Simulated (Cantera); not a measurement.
An isothermal, constant-pressure homogeneous reactor starts with 73.0 % NH3, 27.0 % N2, at 2325 K and 20.0 Torr.

Computed with Cantera and the gas-phase N/H chemistry of the illustrative SiF4/NH3 mechanism in the Surface Chemkin manual (1991). Walls and surfaces, which speed up NH3 decomposition in real reactors, are not modelled.

x: mole fraction; the columns are a selection and need not sum to one.

```json
[
 {"t (s)": "5.00e-6", "x NH3": "0.730", "x NH": "2.05e-9", "x N": "<1e-12", "x H": "5.35e-6", "x NH2": "3.76e-5", "x H2": "1.61e-5"},
 {"t (s)": "1.62e-5", "x NH3": "0.730", "x NH": "3.10e-8", "x N": "1.14e-11", "x H": "5.46e-6", "x NH2": "0.000133", "x H2": "6.39e-5"},
 {"t (s)": "5.22e-5", "x NH3": "0.729", "x NH": "4.64e-7", "x N": "5.27e-10", "x H": "5.50e-6", "x NH2": "0.000441", "x H2": "0.000219"},
 {"t (s)": "0.000169", "x NH3": "0.728", "x NH": "6.46e-6", "x N": "1.88e-8", "x H": "6.27e-6", "x NH2": "0.00142", "x H2": "0.000740"},
 {"t (s)": "0.000545", "x NH3": "0.723", "x NH": "3.89e-5", "x N": "1.93e-7", "x H": "1.58e-5", "x NH2": "0.00399", "x H2": "0.00328"},
 {"t (s)": "0.00176", "x NH3": "0.702", "x NH": "7.54e-5", "x N": "1.09e-6", "x H": "6.51e-5", "x NH2": "0.00551", "x H2": "0.0200"},
 {"t (s)": "0.00568", "x NH3": "0.638", "x NH": "9.43e-5", "x N": "3.48e-6", "x H": "0.000189", "x NH2": "0.00462", "x H2": "0.0767"},
 {"t (s)": "0.0184", "x NH3": "0.475", "x NH": "0.000106", "x N": "7.10e-6", "x H": "0.000498", "x NH2": "0.00337", "x H2": "0.218"},
 {"t (s)": "0.0593", "x NH3": "___", "x NH": "___", "x N": "9.55e-6", "x H": "___", "x NH2": "___", "x H2": "___"},
 {"t (s)": "0.192", "x NH3": "0.0255", "x NH": "4.55e-5", "x N": "1.01e-5", "x H": "0.00317", "x NH2": "0.000424", "x H2": "0.608"},
 {"t (s)": "0.619", "x NH3": "1.24e-5", "x NH": "1.51e-6", "x N": "2.79e-6", "x H": "0.0260", "x NH2": "1.67e-6", "x H2": "0.612"},
 {"t (s)": "2.00", "x NH3": "___", "x NH": "___", "x N": "___", "x H": "___", "x NH2": "___", "x H2": "0.591"}
]
```

### Question
Fill in the missing entries.

### Answer

- 0.0593, x NH3: 0.212
- 0.0593, x NH: 9.08e-5
- 0.0593, x H: 0.00122
- 0.0593, x NH2: 0.00182
- 0.0593, x H2: 0.447
- 2.00, x NH3: 1.55e-7
- 2.00, x NH: 7.96e-8
- 2.00, x N: 3.02e-7
- 2.00, x H: 0.0514
- 2.00, x NH2: 4.30e-8
